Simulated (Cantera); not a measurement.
Input (Python, Cantera) and output of one run.

```python
import numpy as np
import cantera as ct

gas_names = """
    F F2 H HF H2 H2F2 H3F3 H4F4 H5F5 H6F6 H7F7 Pb PbF PbF2 PbF4 Pb2
""".split()
cond_names = """
    Pb(cr) Pb(L) PbF2(a) PbF2(b) PbF2(L)
""".split()


# ... load() reads the species with a 1 bar reference pressure and builds the phases ...
atoms = {
    'PbF2': {'Pb': 1, 'F': 2},
    'H2': {'H': 2},
}
top_T = {}  # K; cautious upper limits of use, not melting points


# ... equilibrate(T, P, feed) seeds the gas with the atoms and calls Mixture.equilibrate('TP', solver="vcs", rtol=1e-11, max_steps=5000) ...
results = []
feed = {'PbF2': 1, 'H2': 0.8}  # mol
P = 10000  # Pa
for T in [673, 723, 773, 823, 873, 923, 973, 1023, 1073]:
    mix = equilibrate(T, P, feed)
    results.append((T, P, feed, dict(zip(mix.species_names, mix.species_moles))))
    x = sorted(zip(gas.X, gas.species_names), reverse=True)
    print(f"T = {T:g} K  P = {P:g} Pa  gas = {mix.phase_moles(0):.4g} mol")
    print("   x: " + "  ".join(f"{s} {v:.3e}" for v, s in x if v > 0.001))
    print("   condensed (mol): " + ("  ".join(f"{mix.phase(i).name} {mix.phase_moles(i):.4g}"
          for i in range(1, mix.n_phases) if mix.phase_moles(i) > 1e-12) or "none"))
```

It prints:

```
T = 673 K  P = 10000 Pa  gas = 0.981 mol
   x: H2 6.309e-01  HF 3.691e-01
   condensed (mol): Pb(L) 0.181  PbF2(b) 0.819
T = 723 K  P = 10000 Pa  gas = 1.155 mol
   x: HF 6.142e-01  H2 3.858e-01
   condensed (mol): Pb(L) 0.3545  PbF2(b) 0.6455
T = 773 K  P = 10000 Pa  gas = 1.347 mol
   x: HF 8.118e-01  H2 1.882e-01
   condensed (mol): Pb(L) 0.5466  PbF2(b) 0.4534
T = 823 K  P = 10000 Pa  gas = 1.48 mol
   x: HF 9.190e-01  H2 8.092e-02
   condensed (mol): Pb(L) 0.6802  PbF2(b) 0.3197
T = 873 K  P = 10000 Pa  gas = 1.547 mol
   x: HF 9.653e-01  H2 3.461e-02
   condensed (mol): Pb(L) 0.7466  PbF2(b) 0.2532
T = 923 K  P = 10000 Pa  gas = 1.576 mol
   x: HF 9.839e-01  H2 1.566e-02
   condensed (mol): Pb(L) 0.7758  PbF2(b) 0.2234
T = 973 K  P = 10000 Pa  gas = 1.59 mol
   x: HF 9.908e-01  H2 7.604e-03  PbF4 1.180e-03
   condensed (mol): Pb(L) 0.7896  PbF2(b) 0.2078
T = 1023 K  P = 10000 Pa  gas = 1.602 mol
   x: HF 9.910e-01  H2 3.953e-03  PbF4 3.470e-03  PbF2 1.237e-03
   condensed (mol): Pb(L) 0.7988  PbF2(b) 0.1932
T = 1073 K  P = 10000 Pa  gas = 1.619 mol
   x: HF 9.839e-01  PbF4 9.150e-03  PbF2 3.911e-03  H2 2.166e-03
   condensed (mol): Pb(L) 0.81  PbF2(b) 0.1674
```

Cantera equilibrium calculation (NASA polynomials, part measured and part estimated; ideal gas, pure solids and liquids). Mutual solubility and eutectic melting of coexisting phases are not modelled.
